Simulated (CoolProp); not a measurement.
Nitrogen at 432.63 K and 0.159 MPa flows at 1.6 m/s in a round tube of 10 mm bore and 0.25 µm roughness, fully developed (64/Re and Nu = 3.66 if laminar; Colebrook and Gnielinski if turbulent). Each further row changes one setting.

Values from CoolProp's reference Helmholtz-energy equation of state, Span 2000.

| case | Reynolds number | Darcy friction factor | pressure drop (Pa/m) | heat-transfer coefficient (W/(m² K)) | mass flow (kg/h) |
|---|---|---|---|---|---|
| as stated | ? | ? | ? | 12.8 | ? |
| velocity 3.2 m/s | 1680 | 0.0380 | 24.1 | 12.8 | ? |
| diameter 20 mm | 1680 | 0.0380 | ? | 6.39 | ? |

Some entries are withheld; supply them.


- as stated, Reynolds number: 842
- as stated, Darcy friction factor: 0.0760
- as stated, pressure drop (Pa/m): 12.0
- as stated, mass flow (kg/h): 0.560
- velocity 3.2 m/s, mass flow (kg/h): 1.12
- diameter 20 mm, pressure drop (Pa/m): 3.01
- diameter 20 mm, mass flow (kg/h): 2.24

Viscosity comes from a separate model (Lemmon 2004). Thermal conductivity comes from a separate model (Lemmon 2004).
